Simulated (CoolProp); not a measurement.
The fluid at 307.84 K and 0.915 MPa flows at 14 m/s in a round tube of 4.6 mm bore and 0.25 µm roughness, fully developed (64/Re and Nu = 3.66 if laminar; Colebrook and Gnielinski if turbulent). The same conditions are run with several fluids, on thermodynamics alone (safety and materials aside).

Values from CoolProp's reference Helmholtz-energy equation of state of each fluid (C3F8 (R218): Lemmon 2006; R404A: Lemmon 2003; R410A: Lemmon 2003; ethane: Bücker 2006; oxygen: Schmidt 1985). Blends and air are pseudo-pure fits.

| fluid | Reynolds number | Darcy friction factor | pressure drop (Pa/m) | heat-transfer coefficient (W/(m² K)) | mass flow (kg/h) |
|---|---|---|---|---|---|
| C3F8 (R218) | 417000 | 0.0143 | 25900 | 2110 | 71.4 |
| R404A | 204000 | 0.0160 | 14000 | 1250 | 34.4 |
| R410A | 138000 | 0.0172 | 10700 | 900 | 24.5 |
| ethane | 75100 | 0.0194 | 4740 | 794 | 9.63 |
| oxygen | 34800 | 0.0228 | 5590 | 480 | 9.63 |

Above 300 K oxygen's equation is extrapolated.

Transport values come from each fluid's own correlations; those of C3F8 (R218) are estimates that may be off by 10 % or more.
